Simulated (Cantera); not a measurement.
# Stirred combustor or abatement burner

A perfectly stirred reactor is fed with 7.60 % CH4, 0.692 % CO, 18.3 % O2, 68.8 % N2, 4.56 % CO2, equivalence ratio 0.85, at 6300 Torr; it is adiabatic with a 675 K inlet, and is followed from long to short residence time, starting on the burning branch (τ in s: 0.23, 0.093, 0.038, 0.015, 0.0062, 0.0025, 0.001, 0.00042, 0.00017, 6.9e-05, 2.8e-05, 1.1e-05).

Computed with Cantera and GRI-Mech 3.0 (53 species, 325 reactions).

```json
[
 {"τ (s)": "0.23", "T (K)": "2246", "x CH4": "2.66e-7", "x CO": "0.00224", "x O2": "0.0266", "x C2H6": "<1e-12", "x CH2O": "4.42e-8"},
 {"τ (s)": "0.093", "T (K)": "2247", "x CH4": "6.47e-7", "x CO": "0.00227", "x O2": "0.0270", "x C2H6": "<1e-12", "x CH2O": "1.08e-7"},
 {"τ (s)": "0.038", "T (K)": "2248", "x CH4": "1.54e-6", "x CO": "0.00236", "x O2": "0.0275", "x C2H6": "2.19e-12", "x CH2O": "2.61e-7"},
 {"τ (s)": "0.015", "T (K)": "2248", "x CH4": "3.76e-6", "x CO": "0.00255", "x O2": "0.0280", "x C2H6": "1.28e-11", "x CH2O": "6.42e-7"},
 {"τ (s)": "0.0062", "T (K)": "2245", "x CH4": "8.54e-6", "x CO": "0.00297", "x O2": "0.0284", "x C2H6": "6.49e-11", "x CH2O": "1.47e-6"},
 {"τ (s)": "0.0025", "T (K)": "2237", "x CH4": "1.89e-5", "x CO": "0.00386", "x O2": "0.0290", "x C2H6": "3.08e-10", "x CH2O": "3.30e-6"},
 {"τ (s)": "0.0010", "T (K)": "2220", "x CH4": "3.97e-5", "x CO": "0.00557", "x O2": "0.0300", "x C2H6": "1.27e-9", "x CH2O": "6.96e-6"},
 {"τ (s)": "0.00042", "T (K)": "2194", "x CH4": "7.71e-5", "x CO": "0.00828", "x O2": "0.0315", "x C2H6": "4.31e-9", "x CH2O": "1.34e-5"},
 {"τ (s)": "0.00017", "T (K)": "2152", "x CH4": "0.000154", "x CO": "0.0125", "x O2": "0.0339", "x C2H6": "1.51e-8", "x CH2O": "2.60e-5"},
 {"τ (s)": "6.9e-5", "T (K)": "2091", "x CH4": "0.000327", "x CO": "0.0186", "x O2": "0.0377", "x C2H6": "5.96e-8", "x CH2O": "5.14e-5"},
 {"τ (s)": "2.8e-5", "T (K)": "1999", "x CH4": "0.000844", "x CO": "0.0280", "x O2": "0.0444", "x C2H6": "3.96e-7", "x CH2O": "0.000116"},
 {"τ (s)": "1.1e-5", "T (K)": "675", "x CH4": "0.0760", "x CO": "0.00692", "x O2": "0.183", "x C2H6": "<1e-12", "x CH2O": "<1e-12"}
]
```
x: mole fraction; the columns are a selection and need not sum to one.
